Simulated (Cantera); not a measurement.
**Thermodynamics of abatement and gas-phase synthesis, feed CS2 + H2**

Charge: 1 mol CS2, a varied amount of H2, equilibrated at 1275 K and 21000 Pa.

Cantera equilibrium calculation (NASA polynomials, part measured and part estimated; ideal gas, pure solids and liquids). Candidate condensed phases: C, C6H6, C7H8, C8H18, S; 83 gas species. Gases not in the tables: S3 to S7. Equilibrium is a limit: real reactors are often held back by kinetics, nucleation or transport.

```json
[
 {"n(H2) (mol)": "0.35", "x CS2": "0.614", "x H2": "0.0969", "x H2S": "0.186", "x S2": "0.102", "x SH": "0.000564", "n C(graphite)": "0.242"},
 {"n(H2) (mol)": "0.5", "x CS2": "0.537", "x H2": "0.133", "x H2S": "0.239", "x S2": "0.0896", "x SH": "0.000619", "n C(graphite)": "0.281"},
 {"n(H2) (mol)": "0.7", "x CS2": "0.452", "x H2": "0.178", "x H2S": "0.294", "x S2": "0.0755", "x SH": "0.000656", "n C(graphite)": "0.330"},
 {"n(H2) (mol)": "0.99", "x CS2": "0.357", "x H2": "0.237", "x H2S": "0.346", "x S2": "0.0595", "x SH": "0.000672", "n C(graphite)": "0.395"},
 {"n(H2) (mol)": "1.4", "x CS2": "0.260", "x H2": "0.309", "x H2S": "0.386", "x S2": "0.0434", "x SH": "0.000656", "n C(graphite)": "0.476"},
 {"n(H2) (mol)": "2", "x CS2": "0.171", "x H2": "0.398", "x H2S": "0.402", "x S2": "0.0285", "x SH": "0.000602", "n C(graphite)": "0.573"},
 {"n(H2) (mol)": "2.8", "x CS2": "0.103", "x H2": "0.492", "x H2S": "0.387", "x S2": "0.0172", "x SH": "0.000521", "n C(graphite)": "0.670"},
 {"n(H2) (mol)": "3.9", "x CS2": "0.0573", "x H2": "0.587", "x H2S": "0.345", "x S2": "0.00957", "x SH": "0.000424", "n C(graphite)": "0.758"}
]
```
x: gas mole fraction; n: condensed amount in mol.

From 0.35 mol H2 to 3.9 mol H2 the condensed part is C(graphite). The main C-bearing gas is CS2 throughout. The share of C in condensed phases is highest at 3.9 mol H2 (75.8 %) and lowest at 0.35 mol H2 (24.2 %).
